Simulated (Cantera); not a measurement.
Charge: 1 mol CuO, 1.7 mol H2, equilibrated at 1500 K and 0.160 bar.

Cantera equilibrium calculation (NASA polynomials, part measured and part estimated; ideal gas, pure solids and liquids). Candidate condensed phases: Cu, CuO, Cu(OH)2, Cu2O, H2O; 12 gas species. Rates play no part.

Base state: H2O 0.588, H2 0.412, Cu 5.14e-5, H 2.82e-5 (mole fractions); condensed: Cu(l).

Q: What changes in the equilibrium state with this change: CuO replaced by PbO?

A: 
```
species      before    after
----------  -------  -------
H2O           0.588    0.498
H2            0.412    0.349
Pb                0    0.153
Cu          5.14e-5        0
PbO               0  8.38e-5
Pb2               0  6.43e-5
H           2.82e-5  2.60e-5
Cu(l), mol    1.000        0
Pb(l), mol        0    0.691
```
Further candidate phases: Pb, PbO, PbO2, Pb3O4.

Q: What changes in the equilibrium state with this change: CuO replaced by V2O5?

A: 
| species | before | after |
|---|---|---|
| H2O | 0.588 | 0.995 |
| H2 | 0.412 | 0.00455 |
| OH | 1.15e-6 | 1.85e-5 |
| Cu | 5.14e-5 | 0 |
| H | 2.82e-5 | 2.97e-6 |
| Cu(l), mol | 1.000 | 0 |
| V2O3(s), mol | 0 | 0.692 |
| V2O4(s), mol | 0 | 0.308 |
Mutual solubility and eutectic melting of coexisting phases are not modelled. Condensed phases not in the tables: the oxides between V2O3 and V2O5 other than VO2. Further candidate phases: V, VO, V2O3, V2O4, V2O5.
